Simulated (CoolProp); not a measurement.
Vapour-liquid equilibrium of dimethyl ether (1) + R236EA (2) at 297.7 K; x and y are mole fractions of (1).

The numbers come from the multi-fluid Helmholtz-energy mixture model, Wu 2011 and Rui 2013; pair parameters Bell 2016 in CoolProp.

| x | bubble pressure, mixture model (MPa) | bubble pressure, Raoult's law (MPa) | y, mixture model | y, Raoult's law |
|---|---|---|---|---|
| 0.05 | 0.2046 | 0.2217 | 0.059 | 0.131 |
| 0.2 | [?] | 0.2787 | 0.256 | 0.418 |
| 0.35 | [?] | 0.3357 | 0.481 | 0.607 |
| 0.5 | [?] | 0.3927 | [?] | 0.742 |
| 0.65 | 0.3518 | 0.4496 | [?] | 0.842 |
| 0.8 | [?] | 0.5066 | 0.951 | 0.920 |
| 0.95 | [?] | 0.5636 | 0.993 | 0.982 |

### Question
What belongs in the gaps?

### Answer

- 0.2, bubble pressure, mixture model (MPa): 0.2146
- 0.35, bubble pressure, mixture model (MPa): 0.2370
- 0.5, bubble pressure, mixture model (MPa): 0.2805
- 0.5, y, mixture model: 0.698
- 0.65, y, mixture model: 0.859
- 0.8, bubble pressure, mixture model (MPa): 0.4479
- 0.95, bubble pressure, mixture model (MPa): 0.5514

The largest gap from Raoult's law is -29.4 % in bubble pressure, at x = 0.35. No azeotrope shows between x = 0.05 and 0.95.

The pair parameters rest on a limited set of measurements; away from them the model extrapolates.
